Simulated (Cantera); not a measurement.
An adiabatic, constant-volume homogeneous reactor starts with CO : H2 : CH4 : O2 : N2 = 1 : 0.58 : 0.34 : 1.93 : 7.27 (molar parts), at 1800 K and 4.10 bar. Integrator tolerance rtol = 1e-08.

Computed with Cantera and GRI-Mech 3.0 (53 species, 325 reactions). Above 3000 K some thermodynamic fits are extrapolated.

Problem. What does this change do: initial temperature 1800 to 1625 K?

Solution. 
| quantity | before | after |
|---|---|---|
| time of steepest temperature rise | 4.96 µs | 9.00 µs |
| temperature at 0.200 s | 3020 K | 2968 K |
| equilibrium temperature | 3020 K | 2968 K |
| x(CO) at 0.200 s | 0.0477 (gas-phase equilibrium 0.0477) | 0.0417 (gas-phase equilibrium 0.0417) |
| x(H2) at 0.200 s | 0.00789 (gas-phase equilibrium 0.00789) | 0.00670 (gas-phase equilibrium 0.00670) |
| x(CH4) at 0.200 s | <1e-12 (gas-phase equilibrium <1e-12) | <1e-12 (gas-phase equilibrium <1e-12) |
| x(CH3) at 0.200 s | <1e-12 (gas-phase equilibrium <1e-12) | <1e-12 (gas-phase equilibrium <1e-12) |
| x(OH) at 0.200 s | 0.0234 (gas-phase equilibrium 0.0234) | 0.0208 (gas-phase equilibrium 0.0208) |
| x(NO) at 0.200 s | 0.0219 (gas-phase equilibrium 0.0219) | 0.0204 (gas-phase equilibrium 0.0204) |
| x(C2H4) at 0.200 s | <1e-12 (gas-phase equilibrium <1e-12) | <1e-12 (gas-phase equilibrium <1e-12) |
